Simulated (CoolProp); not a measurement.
Values from CoolProp's reference Helmholtz-energy equation of state, Akasaka 2019.

Problem. For R1234ze(Z), give the phase and the cv (kJ/(kg K)), Joule-Thomson coefficient (K/MPa), isothermal compressibility (1/MPa), expansivity (1/kK) at 63.05 °C and 4.25 MPa; 72.45 °C and 4.25 MPa; 91.35 °C and 4.25 MPa.

Solution. 
- 63.05 °C and 4.25 MPa: liquid; cv 0.942, Joule-Thomson coefficient -0.0847, isothermal compressibility 0.00463, expansivity 2.58
- 72.45 °C and 4.25 MPa: liquid; cv 0.958, Joule-Thomson coefficient -0.0244, isothermal compressibility 0.00547, expansivity 2.78
- 91.35 °C and 4.25 MPa: liquid; cv 0.991, Joule-Thomson coefficient 0.140, isothermal compressibility 0.00800, expansivity 3.34
